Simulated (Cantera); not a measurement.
Input: 1 mol Si, 16 mol HBr, 37 mol H2, at 1223 K and 10.0 Torr.

These are equilibrium values from Cantera (NASA tables, ideal gas, pure condensed phases), not measurements of a reactor. The tables' values for SiBr3 are old estimates; treat these amounts as uncertain. The numbers say what is thermodynamically allowed, not how fast it happens.

| species | before | after |
|---|---|---|
| H2 | 0.732 | 0.750 |
| HBr | 0.248 | 0.231 |
| SiBr4 | 0.00823 | 0.0192 |
| SiBr2 | 0.00922 | 4.35e-7 |
| Br | 0.000274 | 6.24e-7 |
| SiBr3 | 0.00112 | 3.32e-6 |
| SiH2Br2 | 1.18e-5 | 1.37e-7 |
| SiHBr3 | 0.000452 | 7.49e-5 |
Gas species are given as mole fractions.

Name the change that produced these shifts.
A. H2 from 37 to 10 mol
B. pressure from 10.0 Torr to 0.518 Torr
C. temperature from 1223 K to 873 K
D. pressure from 10.0 Torr to 435 Torr

C, temperature from 1223 K to 873 K
